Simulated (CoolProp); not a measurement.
Values from CoolProp's reference Helmholtz-energy equation of state, Lemmon 2005.

Question: For R125, give the phase and the cp (kJ/(kg K)), cv (kJ/(kg K)), Joule-Thomson coefficient (K/MPa) at 226.85 °C and 0.226 MPa; 226.85 °C and 0.339 MPa.

Answer: 
- 226.85 °C and 0.226 MPa: gas; cp 1.05, cv 0.981, Joule-Thomson coefficient 3.11
- 226.85 °C and 0.339 MPa: gas; cp 1.05, cv 0.981, Joule-Thomson coefficient 3.11
